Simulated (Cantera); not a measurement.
Feed: 1 mol Fe, a varied amount of CO, 8.2 mol N₂, at 1275 K and 25.5 Torr.

Cantera equilibrium calculation (NASA polynomials, part measured and part estimated; ideal gas, pure solids and liquids). Candidate condensed phases: C, Fe, Fe(CO)₅, FeO, Fe₂O₃, Fe₃O₄; 27 gas species. Condensed phases not in the tables: cementite and carbon dissolved in iron. The numbers say what is thermodynamically allowed, not how fast it happens.

x: gas mole fraction; n: condensed amount in mol.

```json
[
 {"n(CO) (mol)": "3.6", "x N₂": "0.695", "x CO": "0.305", "x CO₂": "?", "x Fe": "1.55e-8", "n Fe(γ)": "1.00", "n C(graphite)": "0"},
 {"n(CO) (mol)": "5.2", "x N₂": "0.612", "x CO": "0.388", "x CO₂": "?", "x Fe": "1.55e-8", "n Fe(γ)": "1.00", "n C(graphite)": "0"},
 {"n(CO) (mol)": "6.8", "x N₂": "0.547", "x CO": "0.453", "x CO₂": "?", "x Fe": "1.55e-8", "n Fe(γ)": "1.00", "n C(graphite)": "0.000734"},
 {"n(CO) (mol)": "8.4", "x N₂": "0.494", "x CO": "0.506", "x CO₂": "?", "x Fe": "1.55e-8", "n Fe(γ)": "1.00", "n C(graphite)": "0.00101"},
 {"n(CO) (mol)": "10", "x N₂": "0.451", "x CO": "0.549", "x CO₂": "?", "x Fe": "1.55e-8", "n Fe(γ)": "1.00", "n C(graphite)": "0.00131"},
 {"n(CO) (mol)": "12", "x N₂": "0.406", "x CO": "0.594", "x CO₂": "8.41e-5", "x Fe": "1.55e-8", "n Fe(γ)": "1.00", "n C(graphite)": "0.00170"},
 {"n(CO) (mol)": "13", "x N₂": "0.387", "x CO": "0.613", "x CO₂": "8.96e-5", "x Fe": "1.55e-8", "n Fe(γ)": "1.00", "n C(graphite)": "0.00190"},
 {"n(CO) (mol)": "15", "x N₂": "0.353", "x CO": "0.646", "x CO₂": "9.96e-5", "x Fe": "1.55e-8", "n Fe(γ)": "1.00", "n C(graphite)": "0.00231"},
 {"n(CO) (mol)": "16", "x N₂": "0.339", "x CO": "0.661", "x CO₂": "0.000104", "x Fe": "1.55e-8", "n Fe(γ)": "1.00", "n C(graphite)": "0.00252"}
]
```

Fill in the missing entries.


- 3.6, x CO₂: 2.22e-5
- 5.2, x CO₂: 3.59e-5
- 6.8, x CO₂: 4.90e-5
- 8.4, x CO₂: 6.10e-5
- 10, x CO₂: 7.19e-5
